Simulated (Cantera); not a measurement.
# Thermodynamics of abatement and gas-phase synthesis, feed NH3 + O2

Charge: 1 mol NH3, 0.19 mol O2, equilibrated at 3175 K.

Method: chemical equilibrium by Gibbs-energy minimisation in Cantera with the NASA 1993 tables (ideal gas, pure condensed phases). Candidate condensed phases: H2O; 24 gas species. The ideal-gas law is rough above about 30 bar. Kinetics and transport are ignored.

From 10.0 Pa to 300 bar nothing is condensed.

```tsv
P (Pa)	log p H	log p H2	log p N2	log p H2O	log p O	log p OH
10	-4.11	-7.06	-4.89	-10.27	-5.01	-7.74
52	-3.40	-5.64	-4.17	-8.13	-4.30	-6.31
280	-2.68	-4.20	-3.43	-5.98	-3.58	-4.88
1400	-2.03	-2.91	-2.70	-4.06	-2.96	-3.61
7600	-1.46	-1.75	-1.88	-2.44	-2.50	-2.57
40000	-0.99	-0.82	-1.08	-1.34	-2.33	-1.93
210000	-0.58	-0.01	-0.31	-0.48	-2.28	-1.49
1100000	-0.20	0.76	0.42	0.29	-2.28	-1.10
5700000	0.16	1.49	1.15	1.02	-2.28	-0.73
30000000	0.53	2.22	1.87	1.75	-2.28	-0.36
```
log p: log10 of the partial pressure in bar; nothing condenses.
